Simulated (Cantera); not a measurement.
An isothermal, constant-pressure homogeneous reactor starts with CH4 : H2 : N2 = 0.044 : 1 : 0.0027 (molar parts), at 2523 K and 2800 Pa. Integrator tolerance rtol = 1e-08.

Model: GRI-Mech 3.0 (53 species, 325 reactions), integrated in Cantera. GRI-Mech 3.0 stops at C3 and has no aromatics, soot or wall deposition, so with more carbon than oxygen in the feed, carbon stays in small species such as C2H2 where larger ones or solid carbon would form. Radical loss at walls, strong at low pressure, is not modelled.

Q: What does this change do: CH4 0.044 to 0.4 parts?

A: 
```json
[
 {"quantity": "x(CH4) at 20.0 s", "before": "3.65e-6 (gas-phase equilibrium 3.61e-6)", "after": "7.54e-6 (gas-phase equilibrium 7.61e-6)"},
 {"quantity": "x(H2) at 20.0 s", "before": "0.827 (gas-phase equilibrium 0.827)", "after": "0.751 (gas-phase equilibrium 0.751)"},
 {"quantity": "x(C2H4) at 20.0 s", "before": "2.75e-7 (gas-phase equilibrium 2.61e-7)", "after": "1.41e-6 (gas-phase equilibrium 1.40e-6)"},
 {"quantity": "x(C2H) at 20.0 s", "before": "0.000246 (gas-phase equilibrium 0.000233)", "after": "0.00146 (gas-phase equilibrium 0.00145)"},
 {"quantity": "x(C2H6) at 20.0 s", "before": "<1e-12 (gas-phase equilibrium <1e-12)", "after": "2.60e-12 (gas-phase equilibrium 2.64e-12)"},
 {"quantity": "x(C2H2) at 20.0 s", "before": "0.0178 (gas-phase equilibrium 0.0169)", "after": "0.101 (gas-phase equilibrium 0.100)"}
]
```

Q: What does this change do: pressure from 2800 Pa to 13300 Pa?

A: 
| quantity | before | after |
|---|---|---|
| x(CH4) at 20.0 s | 3.65e-6 (gas-phase equilibrium 3.61e-6) | 2.02e-5 (gas-phase equilibrium 2.02e-5) |
| x(H2) at 20.0 s | 0.827 (gas-phase equilibrium 0.827) | 0.905 (gas-phase equilibrium 0.905) |
| x(C2H4) at 20.0 s | 2.75e-7 (gas-phase equilibrium 2.61e-7) | 1.47e-6 (gas-phase equilibrium 1.43e-6) |
| x(C2H) at 20.0 s | 0.000246 (gas-phase equilibrium 0.000233) | 0.000111 (gas-phase equilibrium 0.000107) |
| x(C2H6) at 20.0 s | <1e-12 (gas-phase equilibrium <1e-12) | 1.55e-11 (gas-phase equilibrium 1.54e-11) |
| x(C2H2) at 20.0 s | 0.0178 (gas-phase equilibrium 0.0169) | 0.0183 (gas-phase equilibrium 0.0177) |
